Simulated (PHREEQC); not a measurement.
# Brine (model solution)

Consider water at 20 °C with 0.28 mol Na2CO3 and 2.6e-05 mol H4SiO4 per kg of water. Closed to the air; pH follows from the charge balance.

Equilibrium calculation in PHREEQC: Pitzer model, pitzer.dat.

Each row changes one thing in this solution. Precipitation was switched off in this run.

```tsv
case	pH	ionic strength (mol/kgw)
as made	11.59	0.836
diluted 2-fold with water	11.49	[?]
diluted 5-fold with water	[?]	[?]
H4SiO4 left out	11.59	0.836
Na2CO3 left out	[?]	[?]
H4SiO4 from 2.6e-05 to 5.2e-05 mol/kgw	11.59	0.836
H4SiO4 from 2.6e-05 to 5.2e-06 mol/kgw	11.59	0.836
H4SiO4 from 2.6e-05 to 0.00026 mol/kgw	11.58	0.836
```

Fill in the missing entries.


- diluted 2-fold with water, ionic strength (mol/kgw): 0.417
- diluted 5-fold with water, pH: 11.36
- diluted 5-fold with water, ionic strength (mol/kgw): 0.166
- Na2CO3 left out, pH: 7.00
- Na2CO3 left out, ionic strength (mol/kgw): 1.00e-7

Species that the database lacks are ignored.
